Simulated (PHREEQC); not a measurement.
**Copper plating or etch bath: an equilibrium model**

Make-up at 47 °C: 0.27 mol CuSO4 and 0.00013 mol HNO3 per kg of water. Closed to the air; pH follows from the charge balance.

Equilibrium calculation in PHREEQC: ion-association model, phreeqc.dat.

```json
{
 "pH": "4.13",
 "ionic_strength": "0.490 mol/kgw",
 "activity_of_water": "0.993",
 "specific_conductance": "25400 µS/cm",
 "density": "1.031 g/cm³",
 "total_alkalinity": "-0.130 meq/kg"
}
```

```csv
species,molality,activity,log γ
CuSO4,0.147,0.165,0.049
Cu+2,0.122,0.0293,-0.621
SO4-2,0.122,0.0240,-0.707
HSO4-,0.000405,0.000293,-0.141
Cu2(OH)2+2,0.000184,5.04e-5,-0.563
NO3-,0.000130,7.85e-5,-0.219
H+,9.88e-5,7.49e-5,-0.120
CuOH+,6.05e-6,3.88e-6,-0.193
Cu(OH)2,9.60e-8,1.08e-7,0.049
```

No solid was allowed to form. Constants without temperature data keep their 25 °C values here.
